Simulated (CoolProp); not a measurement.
CH3F (R41) along the isotherm -2.35 °C: fugacity coefficient from the reference equation and from simpler models built on Tc = 44.1 °C, pc = 5906 kPa, ω = 0.200; each cubic takes its own stable root.

Model: reference Helmholtz-energy equation of state, Lemmon 2006, in CoolProp. It is a short technical equation, of lower accuracy than the large ones.

| p (kPa) | phase | reference |
|---|---|---|
| 93.4 | gas | 0.9894 |
| 213 | gas | 0.9759 |
| 484 | gas | 0.9455 |
| 1100 | gas | 0.8772 |
| 2510 | liquid | 0.6082 |
| 5700 | liquid | 0.2870 |
| 13000 | liquid | 0.1467 |
| 29500 | liquid | 0.08995 |

Problem. How far does each simpler model (Soave-Redlich-Kwong, Peng-Robinson) lie from the reference over these 8 states: mean and median of the absolute difference, and the worst?

Solution. 
- Soave-Redlich-Kwong: mean 7.1 %, median 4.5 %, worst +23.6 % at -2.35 °C and 29500 kPa
- Peng-Robinson: mean 3.8 %, median 2.7 %, worst +11.5 % at -2.35 °C and 29500 kPa
